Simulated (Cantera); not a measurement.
Charge: 1 mol Si, 0.53 mol Cl2, 2.6 mol H2, equilibrated at 775 K and 5.90 bar.

Cantera equilibrium calculation (NASA polynomials, part measured and part estimated; ideal gas, pure solids and liquids). Candidate condensed phases: Si; 19 gas species. The numbers say what is thermodynamically allowed, not how fast it happens.

Task: What is the equilibrium state?

Result: 
| Quantity | Result |
|---|---|
| x(H2) | 0.889 |
| x(SiHCl3) | 0.0555 |
| x(SiCl4) | 0.0498 |
| x(SiH2Cl2) | 0.00477 |
| x(HCl) | 0.000516 |
| x(SiH3Cl) | 9.30e-5 |
| x(SiCl3) | 9.97e-6 |
| n(Si(s)) | 0.689 mol |
| gas amount | 2.819 mol |
